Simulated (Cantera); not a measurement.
**Thermodynamics of abatement and gas-phase synthesis, feed CS₂ + O₂ + H₂**

A closed system holds: 1 mol CS₂, 3.9 mol O₂, 5.4 mol H₂, at 0.00350 bar.

Cantera equilibrium calculation (NASA polynomials, part measured and part estimated; ideal gas, pure solids and liquids). Candidate condensed phases: C, C₆H₆, C₇H₈, C₈H₁₈, H₂O, H₂SO₄, S; 123 gas species. Rates play no part.

From 1450 K to 1850 K nothing is condensed. The main C-bearing gas is CO₂ at 1450 K and CO at 1850 K.

```tsv
T (K)	x H₂O	x H₂	x SO₂	x CO₂	x CO	x S₂	x SO
1450	0.552	0.128	0.115	0.0822	0.0454	0.0626	0.00428
1500	0.535	0.142	0.123	0.0752	0.0516	0.0573	0.00606
1550	0.518	0.156	0.131	0.0685	0.0575	0.0519	0.00835
1600	0.502	0.169	0.138	0.0623	0.0630	0.0463	0.0112
1650	0.485	0.181	0.145	0.0566	0.0679	0.0408	0.0146
1700	0.470	0.193	0.151	0.0515	0.0723	0.0353	0.0186
1750	0.455	0.204	0.155	0.0469	0.0761	0.0299	0.0232
1800	0.442	0.213	0.159	0.0430	0.0793	0.0248	0.0282
1850	0.429	0.221	0.162	0.0396	0.0819	0.0199	0.0335
```
x: gas mole fraction; nothing condenses.
